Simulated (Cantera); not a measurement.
## Equilibrium for abatement and gas-phase synthesis: HF + H2O + O2

A closed system holds: 1 mol HF, 9.4 mol H2O, 8.6 mol O2, held at 1925 K and 4.30 bar.

These are equilibrium values from Cantera (NASA tables, ideal gas, pure condensed phases), not measurements of a reactor. Candidate condensed phases: H2O; 22 gas species. The numbers say what is thermodynamically allowed, not how fast it happens.

| Quantity | Result |
|---|---|
| x(H2O) | 0.493 |
| x(O2) | 0.452 |
| x(HF) | 0.0526 |
| x(OH) | 0.00261 |
| x(O) | 0.000119 |
| x(H2) | 5.67e-5 |
| x(HO2) | 1.18e-5 |
| x(H) | 3.47e-6 |
| x(H2O2) | 1.02e-6 |
| gas amount | 19.01 mol |
